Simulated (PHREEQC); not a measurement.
Dissolve 0.0024 mol HCl, 0.0024 mol CuSO4 and 3.5e-05 mol MnSO4 per kg of water at 90 °C. It is in equilibrium with CO2 at log p = -1 (atm). Otherwise closed; pH follows from the charge balance.

Model: ion-association model, phreeqc.dat, run in PHREEQC.

```json
{
 "pH": "2.83",
 "ionic_strength": "0.00907 mol/kgw",
 "specific_conductance": "3110 µS/cm",
 "total_alkalinity": "-2.40 meq/kg"
}
```

```tsv
species	molality	activity	log γ
Cl-	0.00229	0.00204	-0.050
Cu+2	0.00197	0.00128	-0.187
H+	0.00164	0.00148	-0.043
SO4-2	0.00134	0.000861	-0.192
CO2	0.00114	0.00114	0.001
HSO4-	0.000762	0.000680	-0.049
CuSO4	0.000325	0.000325	0.001
CuCl+	0.000108	9.61e-5	-0.049
Mn+2	2.73e-5	1.78e-5	-0.187
MnSO4	7.52e-6	7.53e-6	0.001
HCO3-	3.59e-7	3.22e-7	-0.047
CuHCO3+	2.31e-7	2.07e-7	-0.049
```

Precipitation was switched off in this run. Away from 25 °C the constants follow the database's enthalpies or fits; those with neither stay at their 25 °C values.
